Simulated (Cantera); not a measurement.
Predominance diagram of Ba at 1625 K against the partial pressures of O2 and H2O (log10, bar). Cantera with NASA thermochemical tables; ideal gases at 1 bar, condensed phases pure. Candidates: Ba(l), BaO(s), Ba(OH)2(l). Only these pure phases compete in this equilibrium. Not in the tables: the peroxide.

Problem. Which phase is stable at these pairs, and which metal-bearing vapour leads over it? (-6.4, -9.6); (-22.2, -9.6); (-3.2, -1.4); (0, -9.6); (-17.5, -11); (-9.5, -5.5); (-6.4, -5.5)

Solution. 
```csv
log p(O2),log p(H2O),phase,chief vapour,log p (bar)
-6.4,-9.6,BaO(s),Ba,-10.4
-22.2,-9.6,BaO(s),Ba,-2.5
-3.2,-1.4,BaO(s),Ba(OH)2,-4.0
0,-9.6,BaO(s),Ba(OH)2,-12.2
-17.5,-11,BaO(s),Ba,-4.9
-9.5,-5.5,BaO(s),BaOH,-8.0
-6.4,-5.5,BaO(s),Ba(OH)2,-8.1
```
